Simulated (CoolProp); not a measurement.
Model: reference Helmholtz-energy equation of state, Setzmann 1991, in CoolProp.

**Question.** For methane, give the phase and the cp (kJ/(kg K)), speed of sound (m/s), Joule-Thomson coefficient (K/MPa), viscosity (µPa s) at 446.1 K and 19.2 MPa; 446.1 K and 23 MPa; 446.1 K and 30.7 MPa.

**Answer.** 
- 446.1 K and 19.2 MPa: supercritical; cp 3.07, speed of sound 584, Joule-Thomson coefficient 0.926, viscosity 18.7
- 446.1 K and 23 MPa: supercritical; cp 3.12, speed of sound 602, Joule-Thomson coefficient 0.778, viscosity 19.5
- 446.1 K and 30.7 MPa: supercritical; cp 3.20, speed of sound 644, Joule-Thomson coefficient 0.513, viscosity 21.4

Viscosity comes from a separate model (Quiñones-Cisneros 2006).
